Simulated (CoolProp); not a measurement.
Properties of c-C4F8 (RC318) along the isobar 1.12 bar.

Computed with CoolProp (reference Helmholtz-energy equation of state, Platzer 1990). This equation is an older, rougher fit.

| T (K) | phase | density (kg/m³) | cv (kJ/(kg K)) | speed of sound (m/s) | fugacity coefficient |
|---|---|---|---|---|---|
| 282.5 | gas | 9.936 | 0.7193 | 107.5 | 0.9617 |
| 288.8 | gas | 9.690 | 0.7293 | 108.9 | 0.9644 |
| 295.2 | gas | 9.453 | 0.7394 | 110.3 | 0.9668 |
| 301.5 | gas | 9.233 | 0.7491 | 111.7 | 0.9691 |
| 307.9 | gas | 9.020 | 0.7589 | 113.1 | 0.9711 |
| 314.2 | gas | 8.821 | 0.7685 | 114.4 | 0.9730 |
| 320.6 | gas | 8.628 | 0.7780 | 115.7 | 0.9747 |
| 326.9 | gas | 8.448 | 0.7873 | 117.0 | 0.9763 |
| 333.3 | gas | 8.272 | 0.7966 | 118.3 | 0.9778 |
| 339.6 | gas | 8.107 | 0.8057 | 119.5 | 0.9791 |
